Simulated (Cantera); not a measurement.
Input (Python, Cantera):

```python
import numpy as np
import cantera as ct

gas = ct.Solution("gri30.yaml")
gas.TPX = 2875, 2700, {'CH4': 0.048, 'H2': 1, 'H': 0.13}
inlet = ct.Reservoir(gas, clone=True)

reactor = ct.IdealGasConstPressureReactor(gas, energy="off", clone=False)
exhaust = ct.Reservoir(gas, clone=True)
tau = [1.7, 0.49, 0.14, 0.042, 0.012, 0.0035, 0.001][0]
for a, b in ((inlet, reactor), (reactor, exhaust)):
    ct.MassFlowController(a, b, mdot=lambda t: reactor.mass / tau)
net = ct.ReactorNet([reactor])
show = ['CH4', 'H2', 'H', 'CH3', 'C2H6', 'C2H', 'C2H2']

rows = []
print(f"{'tau/s':>10s}{'T/K':>9s}" + "".join(f"{s:>11s}" for s in show))
for tau in [1.7, 0.49, 0.14, 0.042, 0.012, 0.0035, 0.001]:
    net.initial_time = 0.0
    net.advance(30 * tau)
    before = gas.X
    net.advance(40 * tau)
    drift = np.max(np.abs(gas.X - before) / (gas.X + 1e-9))
    rows.append([gas.T, *gas[show].X, drift])
    print(f"{tau:10.3e}{gas.T:9.1f}" + "".join(f"{x:11.3e}" for x in gas[show].X))
```

It prints:

```
     tau/s      T/K        CH4         H2          H        CH3       C2H6        C2H       C2H2
 1.700e+00   2875.0  6.117e-07  5.261e-01  4.578e-01  8.539e-06  3.363e-14  1.725e-03  1.394e-02
 4.900e-01   2875.0  9.105e-07  5.463e-01  4.373e-01  1.144e-05  6.672e-14  1.621e-03  1.424e-02
 1.400e-01   2875.0  2.527e-06  6.046e-01  3.784e-01  2.437e-05  4.159e-13  1.345e-03  1.511e-02
 4.200e-02   2875.0  1.542e-05  7.131e-01  2.687e-01  9.074e-05  1.157e-11  8.943e-04  1.669e-02
 1.200e-02   2875.0  1.305e-04  8.193e-01  1.612e-01  4.088e-04  5.834e-10  5.041e-04  1.801e-02
 3.500e-03   2875.0  6.122e-04  8.679e-01  1.113e-01  1.254e-03  9.750e-09  3.285e-04  1.800e-02
 1.000e-03   2875.0  1.907e-03  8.874e-01  8.991e-02  3.060e-03  7.830e-08  2.402e-04  1.666e-02
```

Detailed kinetics in Cantera: GRI-Mech 3.0 (53 species, 325 reactions). GRI-Mech 3.0 stops at C3 and has no aromatics, soot or wall deposition, so with more carbon than oxygen in the feed, carbon stays in small species such as C2H2 where larger ones or solid carbon would form. Radical loss at walls, strong at low pressure, is not modelled.
